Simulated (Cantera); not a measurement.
A freely propagating, adiabatic, planar premixed flame of 25.4 % H2, 14.7 % O2, 55.6 % N2, 4.31 % H2O, unburnt at 575 K and 1.80 bar; mixture-averaged transport, grid criteria slope 0.08 and curve 0.16, no radiation.

Cantera simulation using the H2/O2 subset of GRI-Mech 3.0, which has no nitrogen chemistry; the numbers are that mechanism's predictions, not measurements. Burning velocities carry a grid error of a few per cent, more on coarse grids.

x: mole fraction of selected species; z is measured from the peak of heat release.

```json
[
 {"z (mm)": "-0.605", "T (K)": "575", "u (m/s)": "5.34", "x H2": "0.254", "x O2": "0.147", "x O": "<1e-8", "x H2O2": "<1e-8", "x H": "<1e-8", "x OH": "<1e-8"},
 {"z (mm)": "-0.404", "T (K)": "575", "u (m/s)": "5.34", "x H2": "0.254", "x O2": "0.147", "x O": "<1e-8", "x H2O2": "<1e-8", "x H": "<1e-8", "x OH": "<1e-8"},
 {"z (mm)": "-0.303", "T (K)": "575", "u (m/s)": "5.34", "x H2": "0.254", "x O2": "0.147", "x O": "<1e-8", "x H2O2": "<1e-8", "x H": "<1e-8", "x OH": "<1e-8"},
 {"z (mm)": "-0.202", "T (K)": "575", "u (m/s)": "5.34", "x H2": "0.253", "x O2": "0.148", "x O": "1.12e-8", "x H2O2": "[?]", "x H": "<1e-8", "x OH": "<1e-8"},
 {"z (mm)": "-0.101", "T (K)": "596", "u (m/s)": "5.47", "x H2": "0.243", "x O2": "0.149", "x O": "5.00e-6", "x H2O2": "[?]", "x H": "3.22e-5", "x OH": "2.14e-5"},
 {"z (mm)": "-0.0505", "T (K)": "818", "u (m/s)": "7.28", "x H2": "0.205", "x O2": "0.144", "x O": "0.000249", "x H2O2": "[?]", "x H": "0.00241", "x OH": "0.000839"},
 {"z (mm)": "0", "T (K)": "1244", "u (m/s)": "10.7", "x H2": "0.127", "x O2": "0.112", "x O": "0.00340", "x H2O2": "[?]", "x H": "0.0167", "x OH": "0.00311"},
 {"z (mm)": "0.0505", "T (K)": "1558", "u (m/s)": "13.3", "x H2": "0.0597", "x O2": "0.0657", "x O": "0.00840", "x H2O2": "[?]", "x H": "0.0291", "x OH": "0.00893"},
 {"z (mm)": "0.101", "T (K)": "1725", "u (m/s)": "14.6", "x H2": "0.0368", "x O2": "0.0456", "x O": "0.00984", "x H2O2": "[?]", "x H": "0.0281", "x OH": "0.0132"},
 {"z (mm)": "0.202", "T (K)": "1892", "u (m/s)": "15.9", "x H2": "0.0287", "x O2": "0.0372", "x O": "0.00847", "x H2O2": "[?]", "x H": "0.0199", "x OH": "0.0157"},
 {"z (mm)": "0.404", "T (K)": "2045", "u (m/s)": "17.0", "x H2": "0.0232", "x O2": "0.0329", "x O": "0.00592", "x H2O2": "[?]", "x H": "0.0117", "x OH": "0.0159"},
 {"z (mm)": "0.807", "T (K)": "2171", "u (m/s)": "17.9", "x H2": "0.0166", "x O2": "0.0294", "x O": "0.00365", "x H2O2": "[?]", "x H": "0.00589", "x OH": "0.0145"},
 {"z (mm)": "1.61", "T (K)": "2261", "u (m/s)": "18.5", "x H2": "0.0106", "x O2": "0.0269", "x O": "0.00208", "x H2O2": "[?]", "x H": "0.00265", "x OH": "0.0120"}
]
```

Task: Fill in the missing entries.

Result: 
- -0.202, x H2O2: 1.16e-8
- -0.101, x H2O2: 7.68e-6
- -0.0505, x H2O2: 4.31e-5
- 0, x H2O2: 1.53e-5
- 0.0505, x H2O2: 5.04e-6
- 0.101, x H2O2: 2.84e-6
- 0.202, x H2O2: 1.51e-6
- 0.404, x H2O2: 8.80e-7
- 0.807, x H2O2: 5.91e-7
- 1.61, x H2O2: 4.39e-7
